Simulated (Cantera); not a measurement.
Cantera run, input and output.

```python
import numpy as np
import cantera as ct

gas = ct.Solution("gri30.yaml")
gas.TPX = 1850, 29, {'CH4': 1, 'H2': 91, 'H2O': 0.17}
reactor = ct.IdealGasConstPressureReactor(gas, energy="off", clone=False)
net = ct.ReactorNet([reactor])
net.rtol, net.atol = 1e-08, 1e-18
show = ['CH4', 'H2', 'C2H', 'CH3', 'C2H4', 'C2H6', 'CH2']
times = np.geomspace(4e-06, 2, 12)

steps = ct.SolutionArray(gas, extra=["t"])
rows = []
print(f"{'t/s':>10s}{'T/K':>9s}{'P/Pa':>11s}" + "".join(f"{s:>11s}" for s in show))
for t in times:
    while net.time < t:
        t_next = net.step()
        steps.append(gas.state, t=t_next)
    rows.append([np.interp(t, steps.t, y) for y in (steps.T, steps.P, *steps(*show).X.T)])
    print(f"{t:10.3e}{rows[-1][0]:9.1f}{rows[-1][1]:11.4g}" + "".join(f"{x:11.3e}" for x in rows[-1][2:]))
rate = np.gradient(steps.T, steps.t)
print("integrator steps:", len(steps.t))
if steps.T.max() > steps.T[0] + 200:
    print(f"time of steepest temperature rise: {steps.t[rate.argmax()]:.4e} s")
gas.TPX = 1850, 29, {'CH4': 1, 'H2': 91, 'H2O': 0.17}
gas.equilibrate("TP")
print(f"equilibrium (TP): T = {gas.T:.1f} K  " + "  ".join(f"{s} {gas[s].X[0]:.3e}" for s in show))
```

It prints:

```
       t/s      T/K       P/Pa        CH4         H2        C2H        CH3       C2H4       C2H6        CH2
 4.000e-06   1850.0         29  1.085e-02  9.873e-01  5.027e-37  2.178e-09  5.249e-21  3.971e-23  2.579e-18
 1.319e-05   1850.0         29  1.085e-02  9.873e-01  1.622e-34  7.164e-09  1.568e-19  1.627e-21  3.490e-17
 4.347e-05   1850.0         29  1.085e-02  9.873e-01  4.605e-32  2.344e-08  3.644e-18  8.320e-20  5.038e-16
 1.433e-04   1850.0         29  1.085e-02  9.873e-01  9.968e-30  7.547e-08  7.154e-17  5.540e-18  6.410e-15
 4.725e-04   1850.0         29  1.085e-02  9.873e-01  3.416e-27  2.310e-07  2.553e-15  4.280e-16  7.129e-14
 1.558e-03   1850.0         29  1.085e-02  9.873e-01  2.317e-24  6.234e-07  1.370e-13  2.517e-14  7.114e-13
 5.136e-03   1850.0         29  1.085e-02  9.873e-01  1.085e-21  1.460e-06  4.406e-12  6.693e-13  6.431e-12
 1.693e-02   1850.0         29  1.085e-02  9.873e-01  3.139e-19  3.804e-06  1.053e-10  9.799e-12  6.200e-11
 5.582e-02   1850.0         29  1.084e-02  9.873e-01  9.964e-17  1.149e-05  2.981e-09  1.240e-10  6.580e-10
 1.840e-01   1850.0         29  1.081e-02  9.871e-01  3.625e-14  3.674e-05  8.500e-08  1.366e-09  7.064e-09
 6.067e-01   1850.0         29  1.072e-02  9.868e-01  1.181e-11  1.189e-04  1.556e-06  1.294e-08  7.457e-08
 2.000e+00   1850.0         29  1.024e-02  9.857e-01  1.959e-09  3.679e-04  9.118e-06  8.456e-08  7.155e-07
integrator steps: 393
equilibrium (TP): T = 1850.0 K  CH4 7.285e-07  H2 9.626e-01  C2H 1.527e-06  CH3 4.745e-07  C2H4 2.026e-08  C2H6 5.672e-15  CH2 1.803e-08
```

Cantera simulation using GRI-Mech 3.0 (53 species, 325 reactions); the numbers are that mechanism's predictions, not measurements. GRI-Mech 3.0 stops at C3 and has no aromatics, soot or wall deposition, so with more carbon than oxygen in the feed, carbon stays in small species such as C2H2 where larger ones or solid carbon would form. Radical loss at walls, strong at low pressure, is not modelled.
